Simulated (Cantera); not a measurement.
Reactions in the system F-S-Si

Source: NASA polynomial tables (part measured, part estimated), evaluated in Cantera. Values are per mole of reaction as written; species without (g) are pure solids or liquids, kept so even where they would boil at 1 bar. The tables' values for SiF₂ are old estimates.

SiF₄(g) + 2 SF₄(g) = 2 SF₆(g) + Si

```csv
T (K),ΔH° (kJ),ΔS° (J/K),ΔG° (kJ),log10 K
350,699.7,-282.0,798.4,-119.16
450,699.4,-282.9,826.7,-95.96
550,699.8,-282.2,855.0,-81.20
650,700.5,-280.9,883.1,-70.97
750,701.6,-279.4,911.1,-63.46
```

SF₄(g) + 2 SiF₂(g) = 2 SiF₄(g) + S

| T (K) | ΔH° (kJ) | ΔS° (J/K) | ΔG° (kJ) | log10 K | condensed phases |
|---|---|---|---|---|---|
| 350 | -1290.8 | -214.6 | -1215.7 | 181.43 | S(s) |
| 450 | -1287.3 | -205.6 | -1194.8 | 138.68 | S(l) |
| 550 | -1284.9 | -200.9 | -1174.5 | 111.54 | S(l) |
| 650 | -1282.8 | -197.4 | -1154.5 | 92.78 | S(l) |
| 750 | -1281.1 | -194.9 | -1134.9 | 79.04 | S(l) |
